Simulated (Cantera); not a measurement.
An adiabatic, constant-pressure homogeneous reactor starts with 6.38 % CH4, 19.6 % O2, 74.0 % N2, equivalence ratio 0.65, at 1675 K and 1.01 bar.

Computed with Cantera and GRI-Mech 3.0 (53 species, 325 reactions).

**Question.** Predict: time of steepest temperature rise; temperature at 1.00 s; equilibrium temperature; x(O2) at 1.00 s; x(NO) at 1.00 s; x(H2O) at 1.00 s; x(HCO) at 1.00 s.

**Answer.** 
```
Item                                                                Result
---------------------------------  ---------------------------------------
time of steepest temperature rise                                 0.241 ms
temperature at 1.00 s                                               2645 K
equilibrium temperature                                             2645 K
x(O2) at 1.00 s                      0.0626 (gas-phase equilibrium 0.0626)
x(NO) at 1.00 s                      0.0153 (gas-phase equilibrium 0.0153)
x(H2O) at 1.00 s                       0.110 (gas-phase equilibrium 0.110)
x(HCO) at 1.00 s                   5.61e-9 (gas-phase equilibrium 5.61e-9)
```
